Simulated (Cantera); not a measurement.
A Cantera script and what it prints.

```python
import numpy as np
import cantera as ct

gas_names = """
    CL CL2 H HCL H2 Si SiCL SiCL2 SiCL3 SiCL4 SiH SiHCL3 SiH2 SiH2CL2 SiH3 SiH3CL SiH4 Si2 Si3
""".split()
cond_names = """
    Si(cr) Si(L)
""".split()


def load(file, names, dense=False):
    # The tables refer to 1 bar. Condensed volumes are neglected.
    table = {s.name: s for s in ct.Species.list_from_file(file)}
    out = []
    for n in names:
        d = dict(table[n].input_data)
        d["thermo"] = dict(d["thermo"], **{"reference-pressure": 1e5})
        if dense:
            d["equation-of-state"] = {"model": "constant-volume", "density": "1e6 g/cm^3"}
        out.append(ct.Species.from_dict(d))
    return out


gas = ct.Solution(thermo="ideal-gas", species=load("nasa_gas.yaml", gas_names))
cond = {s.name: ct.Solution(thermo="fixed-stoichiometry", species=[s], name=s.name)
        for s in load("nasa_condensed.yaml", cond_names, dense=True)}
atoms = {
    'SiCl4': {'Si': 1, 'CL': 4},
    'Cl2': {'CL': 2},
    'H2': {'H': 2},
}
top_T = {}  # K; cautious upper limits of use, not melting points


def equilibrate(T, P, feed):
    n = {}
    for name, mol in feed.items():
        for a, k in atoms[name].items():
            n[a] = n.get(a, 0.0) + k * mol
    gas.TPX = T, P, n
    mass = sum(n.values()) * gas.mean_molecular_weight
    gas.equilibrate("TP")
    valid = [c for c in cond.values() if c.min_temp <= T <= top_T.get(c.name, c.max_temp)]
    mix = ct.Mixture([(gas, mass / gas.mean_molecular_weight)] + [(c, 0.0) for c in valid])
    mix.T, mix.P = T, P
    mix.equilibrate("TP", solver="vcs", rtol=1e-11, max_steps=5000)
    return mix


results = []
feed = {'SiCl4': 1, 'Cl2': 0.15, 'H2': 310}  # mol
T = 1350  # K
P = 1000  # Pa
mix = equilibrate(T, P, feed)
results.append((T, P, feed, dict(zip(mix.species_names, mix.species_moles))))
x = sorted(zip(gas.X, gas.species_names), reverse=True)
print(f"T = {T:g} K  P = {P:g} Pa  gas = {mix.phase_moles(0):.4g} mol")
print("   x: " + "  ".join(f"{s} {v:.3e}" for v, s in x if v > 0.0001))
print("   condensed (mol): " + ("  ".join(f"{mix.phase(i).name} {mix.phase_moles(i):.4g}"
      for i in range(1, mix.n_phases) if mix.phase_moles(i) > 1e-12) or "none"))
```

Result:

```
T = 1350 K  P = 1000 Pa  gas = 312.2 mol
   x: H2 9.867e-01  HCL 1.282e-02  SiCL2 4.684e-04
   condensed (mol): Si(cr) 0.8518
```

These are equilibrium values from Cantera (NASA tables, ideal gas, pure condensed phases), not measurements of a reactor.
